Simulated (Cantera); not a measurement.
Input (Python, Cantera) and output of one run.

```python
import numpy as np
import cantera as ct

gas_names = """
    O2 SO2
""".split()
cond_names = """
    Mg(L) MgO(s) MgS(s) MgSO4(L)
""".split()


def load(file, names, dense=False):
    # The tables refer to 1 bar. Condensed volumes are neglected.
    table = {s.name: s for s in ct.Species.list_from_file(file)}
    out = []
    for n in names:
        d = dict(table[n].input_data)
        d["thermo"] = dict(d["thermo"], **{"reference-pressure": 1e5})
        if dense:
            d["equation-of-state"] = {"model": "constant-volume", "density": "1e6 g/cm^3"}
        out.append(ct.Species.from_dict(d))
    return out


species = {s.name: s for s in load("nasa_gas.yaml", gas_names) + load("nasa_condensed.yaml", cond_names)}
T = 1700
g = {n: (s.thermo.h(T) - T * s.thermo.s(T)) / (ct.gas_constant * T * np.log(10)) for n, s in species.items()}
valid = cond_names  # the entries whose range holds T


def stable(la, lb):
    # potentials (over RT ln 10) of the two non-metals from log10 p(O2) and log10 p(SO2) in bar
    mu = {}
    mu["O"] = (g["O2"] + la) / 2
    mu["S"] = (g["SO2"] + lb - 2 * mu["O"]) / 1
    cost = {}
    for n in valid:
        c = species[n].composition
        cost[n] = (g[n] - sum(c.get(e, 0) * m for e, m in mu.items())) / c["Mg"]
    return min(cost, key=cost.get)


results = []
for lb in [0, -0.9, -1.7, -2.6, -3.4, -4.3, -5.1, -6, -6.9, -7.7, -8.6, -9.4, -10.3, -11.1, -12]:
    row = [stable(la, lb) for la in [-23, -22, -21, -20, -19, -18, -17, -16, -15, -14, -13, -12, -11, -10, -9, -8, -7, -6, -5, -4, -3, -2, -1, 0]]
    results.append(row)
    print(f"{lb:6.1f}  " + " ".join(f"{valid.index(n):x}" for n in row))
print("key: " + ", ".join(f"{i:x} {n}" for i, n in enumerate(valid)))
```

Result:

```
   0.0  2 2 2 2 2 2 2 2 2 2 2 2 2 2 2 1 1 1 1 1 1 1 1 1
  -0.9  2 2 2 2 2 2 2 2 2 2 2 2 2 2 2 1 1 1 1 1 1 1 1 1
  -1.7  2 2 2 2 2 2 2 2 2 2 2 2 2 2 1 1 1 1 1 1 1 1 1 1
  -2.6  2 2 2 2 2 2 2 2 2 2 2 2 2 1 1 1 1 1 1 1 1 1 1 1
  -3.4  2 2 2 2 2 2 2 2 2 2 2 2 2 1 1 1 1 1 1 1 1 1 1 1
  -4.3  2 2 2 2 2 2 2 2 2 2 2 2 1 1 1 1 1 1 1 1 1 1 1 1
  -5.1  2 2 2 2 2 2 2 2 2 2 2 2 1 1 1 1 1 1 1 1 1 1 1 1
  -6.0  2 2 2 2 2 2 2 2 2 2 2 1 1 1 1 1 1 1 1 1 1 1 1 1
  -6.9  2 2 2 2 2 2 2 2 2 2 2 1 1 1 1 1 1 1 1 1 1 1 1 1
  -7.7  2 2 2 2 2 2 2 2 2 2 1 1 1 1 1 1 1 1 1 1 1 1 1 1
  -8.6  2 2 2 2 2 2 2 2 2 1 1 1 1 1 1 1 1 1 1 1 1 1 1 1
  -9.4  2 2 2 2 2 2 2 2 2 1 1 1 1 1 1 1 1 1 1 1 1 1 1 1
 -10.3  2 2 2 2 2 2 2 2 1 1 1 1 1 1 1 1 1 1 1 1 1 1 1 1
 -11.1  2 2 2 2 2 2 2 2 1 1 1 1 1 1 1 1 1 1 1 1 1 1 1 1
 -12.0  2 2 2 2 2 2 2 1 1 1 1 1 1 1 1 1 1 1 1 1 1 1 1 1
key: 0 Mg(L), 1 MgO(s), 2 MgS(s), 3 MgSO4(L)
```

Source: NASA polynomial tables (part measured, part estimated), evaluated in Cantera. Part of the grid cannot be reached: there another gas would pass 10 bar, or a non-metal would condense.
